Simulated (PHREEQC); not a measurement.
A solution holds 0.0031 mol/kgw Li2SO4, at 20 °C. Closed to the air; pH follows from the charge balance.

Model: ion-association model, wateq4f.dat, run in PHREEQC.

Task: The ionic strength comes out as 0.00919 mol/kgw. What activity coefficients do LiSO4-, Li+, SO4-2 get?

Result: LiSO4- 0.91, Li+ 0.91, SO4-2 0.68.

This is a speciation only: nothing precipitates in the calculation.
